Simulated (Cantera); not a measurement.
**Moist CO burnout**

A perfectly stirred reactor is fed with 2.88 % CO, 6.94 % O2, 0.0874 % H2O, 90.1 % N2, at 1950 Torr; it is held at 1523 K, and followed from long to short residence time.

Model: GRI-Mech 3.0 (53 species, 325 reactions), integrated in Cantera.

```csv
τ (s),x CO,x O2,x H2O,x N2O,x CO2,x H2,x OH
16,2.24e-5,0.0558,0.000880,4.83e-7,0.0292,4.13e-8,1.25e-5
7.7,3.75e-5,0.0558,0.000879,7.12e-7,0.0292,6.36e-8,1.52e-5
3.6,6.38e-5,0.0558,0.000877,1.06e-6,0.0292,1.01e-7,1.89e-5
1.7,0.000108,0.0558,0.000875,1.53e-6,0.0291,1.61e-7,2.34e-5
0.81,0.000180,0.0558,0.000871,2.14e-6,0.0291,2.59e-7,2.90e-5
0.38,0.000303,0.0558,0.000867,2.85e-6,0.0289,4.24e-7,3.61e-5
0.18,0.000505,0.0559,0.000862,3.55e-6,0.0287,6.91e-7,4.50e-5
0.084,0.000846,0.0561,0.000855,4.12e-6,0.0284,1.14e-6,5.64e-5
0.040,0.00139,0.0563,0.000846,4.44e-6,0.0278,1.83e-6,7.00e-5
0.019,0.00225,0.0566,0.000834,4.53e-6,0.0270,2.89e-6,8.65e-5
0.0088,0.00366,0.0572,0.000817,4.40e-6,0.0255,4.49e-6,0.000107
```
x: mole fraction; the columns are a selection and need not sum to one.
